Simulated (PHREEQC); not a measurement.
1 kg of water holding 0.0059 mol Na2SO4 and 0.62 mol KCl is evaporated at 15 °C; the solids stay in contact with the brine. The system is closed to CO2. The run lets Arcanite, Glaserite, Halite, Mirabilite, Misenite, Sylvite, Thenardite precipitate or redissolve, and no other solid.

Equilibrium calculation in PHREEQC: Pitzer model, pitzer.dat.

Predict ionic strength at water left (kg) = 0.6755, 0.3082, 0.2533, 0.01099, 0.007426.


```csv
water left (kg),ionic strength
0.6755,0.944
0.3082,2.07
0.2533,2.52
0.01099,5.05
0.007426,5.32
```
